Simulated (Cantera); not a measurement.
Mixture: CH4 : O2 : N2 = 1 : 2.86 : 10.7 (molar parts), equivalence ratio 0.70, at 760 Torr, adiabatic and at constant volume. Ignition delay is the time to a rise of 400 K.

Model: GRI-Mech 3.0 (53 species, 325 reactions), integrated in Cantera.

Question: What does this change do: pressure from 760 Torr to 825 Torr?

Answer: 
```json
[
 {"quantity": "delay at 1275 K", "before": "12.8 ms", "after": "12.0 ms"},
 {"quantity": "delay at 1425 K", "before": "2.09 ms", "after": "1.96 ms"},
 {"quantity": "delay at 1575 K", "before": "0.496 ms", "after": "0.464 ms"},
 {"quantity": "delay at 1725 K", "before": "0.163 ms", "after": "0.151 ms"},
 {"quantity": "delay at 1875 K", "before": "66.5 µs", "after": "61.6 µs"},
 {"quantity": "apparent activation energy between 1725 and 1875 K", "before": "160 kJ/mol", "after": "160 kJ/mol"}
]
```
